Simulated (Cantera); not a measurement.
What does this Cantera script print?

```python
import numpy as np
import cantera as ct

gas_names = """
    F F2 H HF H2 H2F2 H3F3 H4F4 H5F5 H6F6 H7F7 N NF NF2 NF3 NH NH2 NH3 N2 N2H2 N2H4 Si SiF SiF2 SiF3
    SiF4 SiH SiHF3 SiH2 SiH2F2 SiH3 SiH3F SiH4 SiN Si2 Si2N Si3
""".split()
cond_names = """
    Si(cr) Si(L) Si3N4(a)
""".split()


# ... load() reads the species with a 1 bar reference pressure and builds the phases ...
atoms = {
    'Si': {'Si': 1},
    'NF3': {'N': 1, 'F': 3},
    'H2': {'H': 2},
}
top_T = {'Si3N4(a)': 2400}  # K; cautious upper limits of use, not melting points


# ... equilibrate(T, P, feed) seeds the gas with the atoms and calls Mixture.equilibrate('TP', solver="vcs", rtol=1e-11, max_steps=5000) ...
results = []
T = 1525  # K
P = 10000  # Pa
for m in [1.6, 7.4, 13, 19, 25, 31, 36, 42]:
    feed = {'Si': 1, 'NF3': 3.1, 'H2': m}  # mol
    mix = equilibrate(T, P, feed)
    results.append((T, P, feed, dict(zip(mix.species_names, mix.species_moles))))

top = {s: max(r[3][s] / sum(r[3][g] for g in gas_names) for r in results) for s in gas_names}
cols = sorted((s for s in top if top[s] > 0.001), key=lambda s: -top[s])[:5]
seen = [c for c in cond_names if any(r[3].get(c, 0) > 1e-12 for r in results)]
print("log10 of partial pressures in bar; condensed amounts in mol")
print(f"{'n(H2)':>10s}" + "".join(f"{s[:9]:>10s}" for s in cols + seen))
for T, P, feed, n in results:
    ng = sum(n[g] for g in gas_names)
    print(f"{feed['H2']:10.4g}" + "".join(f"{np.log10(max(n[s] / ng * P / 1e5, 1e-99)):10.3f}" for s in cols)
          + "".join(f"{n.get(c, 0):10.4g}" for c in seen))
```

It prints:

```
log10 of partial pressures in bar; condensed amounts in mol
     n(H2)        H2        HF         F        N2      SiF4
       1.6   -17.850    -1.389    -1.575    -1.704    -1.895
       7.4    -1.424    -1.376    -9.774    -1.910    -2.102
        13    -1.245    -1.535   -10.023    -2.070    -2.262
        19    -1.170    -1.659   -10.184    -2.194    -2.387
        25    -1.131    -1.755   -10.300    -2.290    -2.484
        31    -1.106    -1.834   -10.391    -2.368    -2.564
        36    -1.092    -1.890   -10.454    -2.425    -2.621
        42    -1.079    -1.948   -10.519    -2.484    -2.681
```

These are equilibrium values from Cantera (NASA tables, ideal gas, pure condensed phases), not measurements of a reactor. The tables' values for SiF3 are old estimates; treat these amounts as uncertain.
